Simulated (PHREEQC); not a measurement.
Dissolve 0.2 mol HF, 0.21 mol NaOH and 0.017 mol NaCl per kg of water at 20 °C. Closed to the air; pH follows from the charge balance.

Model: ion-association model, wateq4f.dat, run in PHREEQC.

No solid was allowed to form.

### Question
Predict the pH.

### Answer
pH 12.02.

### Question
In which forms is F present?

### Answer
F- 94 %, NaF 5.8 % of the F.

Species that the database lacks are ignored.
